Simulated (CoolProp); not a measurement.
Vapour-liquid equilibrium of carbon dioxide (1) + propane (2) at 237.5 K; x and y are mole fractions of (1).

Model: multi-fluid Helmholtz-energy mixture model, Span 1996 and Lemmon 2009; pair parameters Kunz 2012, in CoolProp.

Question: Give the bubble pressure and the first vapour's composition at x = 0.15, 0.25, 0.75. Is there an azeotrope?

Answer: x = 0.15: 453.1 kPa, y = 0.726; x = 0.25: 638.3 kPa, y = 0.816; x = 0.75: 1043 kPa, y = 0.922. No azeotrope shows between x = 0.05 and 0.95.

Pair parameters are fitted to limited data, so mixtures are less certain than the pure fluids. With so large a gap from Raoult's law the liquid may split in two, which this calculation doesn't test in full.
